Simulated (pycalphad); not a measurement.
Source of the numbers: pycalphad with the COST 507 light-alloy database (1999); pressure 1 atm. These are 1990s assessments: newer ones move some temperatures and phases. Phase fractions are per mole of atoms.

Question: Give the equilibrium state of Si-4.522C (wt.%) at 1167 °C.

Answer: diamond (Si), fraction 0.801, with <0.01 C wt.%; CSI, fraction 0.199, with 30.0 C wt.%.

Question: Give the equilibrium state of Si-4.522C (wt.%) at 2327 °C.

Answer: liquid, fraction 0.834, with 0.86 C wt.%; CSI, fraction 0.166, with 30.0 C wt.%.

Database names, with the compositions (at.%) that they take in these runs: CSI: Si 50 C 50.
